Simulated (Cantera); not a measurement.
A Cantera script and what it prints.

```python
import numpy as np
import cantera as ct

gas_names = """
    Mg MgN MgO MgS Mg2 N NO NO2 NO3 N2 N2O O O2 O3 S SN SO SO2 SO3 S2 S2O S8
""".split()
cond_names = """
    Mg(cr) Mg(L) MgO(s) MgO(L) MgS(s) MgSO4(s) MgSO4(L) S(cr1) S(cr2) S(L)
""".split()


# ... load() reads the species with a 1 bar reference pressure and builds the phases ...
atoms = {
    'MgO': {'Mg': 1, 'O': 1},
    'SO2': {'S': 1, 'O': 2},
    'N2': {'N': 2},
}
top_T = {'MgS(s)': 2250}  # K; cautious upper limits of use, not melting points


# ... equilibrate(T, P, feed) seeds the gas with the atoms and calls Mixture.equilibrate('TP', solver="vcs", rtol=1e-11, max_steps=5000) ...
results = []
feed = {'MgO': 1, 'SO2': 2.8, 'N2': 0.6}  # mol
T = 1298.15  # K
P = 13000  # Pa
mix = equilibrate(T, P, feed)
results.append((T, P, feed, dict(zip(mix.species_names, mix.species_moles))))
print(gas.report(threshold=1e-06))
for i in range(1, mix.n_phases):
    print(f"{mix.phase(i).name:16s} {mix.phase_moles(i):12.5e} mol")
```

Output:

```
       temperature   1298.2 K
          pressure   13000 Pa
           density   0.069493 kg/m^3
  mean mol. weight   57.697 kg/kmol
   phase of matter   gas

                          1 kg             1 kmol
                     ---------------   ---------------
          enthalpy       -3.4136e+06       -1.9696e+08  J
   internal energy       -3.6007e+06       -2.0775e+08  J
           entropy              5656        3.2633e+05  J/K
    Gibbs function       -1.0756e+07       -6.2059e+08  J
 heat capacity c_p            905.18             52227  J/K
 heat capacity c_v            761.08             43912  J/K

                      mass frac. Y      mole frac. X     chem. pot. / RT
                     ---------------   ---------------   ---------------
                N2          0.085682           0.17647           -29.354
                SO        2.2233e-05        2.6692e-05           -41.574
               SO2           0.91426           0.82348           -63.527
               SO3        3.5443e-05        2.5544e-05           -85.481
     [  +18 minor]        4.5574e-07        7.9692e-07

Mg(L)             0.00000e+00 mol
MgO(s)            1.00000e+00 mol
MgS(s)            0.00000e+00 mol
MgSO4(s)          0.00000e+00 mol
S(L)              0.00000e+00 mol
```

Method: chemical equilibrium by Gibbs-energy minimisation in Cantera with the NASA 1993 tables (ideal gas, pure condensed phases).
